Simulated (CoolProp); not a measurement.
R142b at 300.7 K and 0.244 MPa is compressed adiabatically to 1.12 MPa with isentropic efficiency 0.75. Each further row changes one setting.

The numbers come from the reference Helmholtz-energy equation of state, Lemmon 2006 in CoolProp. It is a short technical equation, of lower accuracy than the large ones.

```csv
case,work (kJ/kg),final temperature (K),final density (kg/m³)
as stated,(withheld),367.7,(withheld)
efficiency 1,36.7,(withheld),(withheld)
efficiency 0.65,(withheld),(withheld),(withheld)
```

Question: Complete the blanks.

Answer: 
- as stated, work (kJ/kg): 48.9
- as stated, final density (kg/m³): 43.7
- efficiency 1, final temperature (K): 356.6
- efficiency 1, final density (kg/m³): 46.2
- efficiency 0.65, work (kJ/kg): 56.4
- efficiency 0.65, final temperature (K): 374.6
- efficiency 0.65, final density (kg/m³): 42.3
